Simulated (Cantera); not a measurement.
A perfectly stirred reactor is fed with H2 : O2 : N2 = 1.2 : 1 : 4.3 (molar parts), equivalence ratio 0.60, at 42000 Pa; it is held at 1275 K, and followed from long to short residence time.

Computed with Cantera and GRI-Mech 3.0 (53 species, 325 reactions). The temperature is held fixed by assumption; the heat of reaction is taken as removed at once.

| quantity | before | after |
|---|---|---|
| x(H2) at τ = 3.70 s | 5.45e-5 | 0.000258 |
| x(O2) at τ = 3.70 s | 0.0678 | 0.0679 |
| x(NO2) at τ = 3.70 s | 8.70e-9 | 4.29e-9 |
| x(HO2) at τ = 3.70 s | 1.56e-6 | 6.97e-6 |
| x(OH) at τ = 3.70 s | 0.000172 | 3.09e-5 |
| x(H2) at τ = 0.120 s | 0.000531 | 0.00193 |
| x(O2) at τ = 0.120 s | 0.0678 | 0.0686 |
| x(NO2) at τ = 0.120 s | 1.68e-9 | 8.05e-10 |
| x(HO2) at τ = 0.120 s | 9.96e-6 | 2.46e-5 |
| x(OH) at τ = 0.120 s | 0.000541 | 0.000123 |

What was changed between the two runs?
A) temperature 1275 to 1075 K
B) temperature 1275 to 1000 K
C) H2 1.2 to 2.7 parts
D) temperature 1275 to 1050 K

A, temperature 1275 to 1075 K
